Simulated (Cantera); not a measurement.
# Fe3O4 + CH4 + H2 (carbothermic reduction)

Feed: 1 mol Fe3O4, 1.3 mol CH4, 0.15 mol H2, at 7430 Torr.

These are equilibrium values from Cantera (NASA tables, ideal gas, pure condensed phases), not measurements of a reactor. Candidate condensed phases: C, C6H6, C7H8, C8H18, Fe, Fe(CO)5, FeO, Fe(OH)2, Fe(OH)3, Fe2O3, Fe3O4, H2O; 114 gas species. Each liquid is taken as pure. Mutual solubility and eutectic melting of coexisting phases are not modelled. The tables' stoichiometric FeO is somewhat more stable than real wüstite, so its field is too wide. FeO: taken at fixed stoichiometry. Kinetics and transport are ignored.

At 1300 °C the condensed part is Fe(γ) + FeO(s). At 1450 °C the condensed part is Fe(δ) + FeO(l). From 1600 °C to 2350 °C the condensed part is Fe(l) + FeO(l). The main Fe-bearing gas is Fe(OH)2 at 1300 °C and Fe at 2350 °C.

```csv
T (°C),log p H2,log p CO,log p H2O,log p CO2,log p H,log p Fe,n Fe(γ),n FeO(s),n Fe(δ),n FeO(l),n Fe(l)
1300,0.67,0.44,0.32,-0.37,-4.06,-6.18,1.32,1.68,0,0,0
1450,0.66,0.45,0.33,-0.43,-3.41,-5.04,0,0,1.33,1.67,0
1600,0.66,0.46,0.33,-0.49,-2.86,-4.10,0,0,0,1.70,1.30
1750,0.66,0.46,0.33,-0.54,-2.39,-3.33,0,0,0,1.70,1.30
1900,0.66,0.46,0.34,-0.57,-1.99,-2.67,0,0,0,1.70,1.30
2050,0.65,0.47,0.34,-0.60,-1.64,-2.09,0,0,0,1.70,1.30
2200,0.65,0.47,0.34,-0.63,-1.33,-1.60,0,0,0,1.70,1.29
2350,0.64,0.47,0.34,-0.66,-1.05,-1.16,0,0,0,1.70,1.27
```
log p: log10 of the partial pressure in bar; n: condensed amount in mol.
